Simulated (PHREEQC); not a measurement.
Solution (20 °C): 0.0013 mol/kgw KHCO3. Closed to the air; pH follows from the charge balance.

All values are PHREEQC results (Pitzer model, pitzer.dat), not measurements.

Precipitation was switched off in this run.

Problem. What pH, specific conductance does the model give?

Solution. pH 8.32; specific conductance 133 µS/cm.

Problem. In which forms is C present?

Solution. HCO3- 98 %, CO2 1.1 %, CO3-2 0.9 % of the C.
